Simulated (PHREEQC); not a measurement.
## Brine

Solution (25 °C): 89 mmol/kgw HCl, 14 mmol/kgw MnCl2 and 0.48 mmol/kgw KBr. Closed to the air; pH follows from the charge balance.

All values are PHREEQC results (Pitzer model, pitzer.dat), not measurements.

This is a speciation only: nothing precipitates in the calculation.

Task: What pH, osmotic coefficient, specific conductance does the model give?

Result: pH 1.14; osmotic coefficient 0.926; specific conductance 33700 µS/cm.
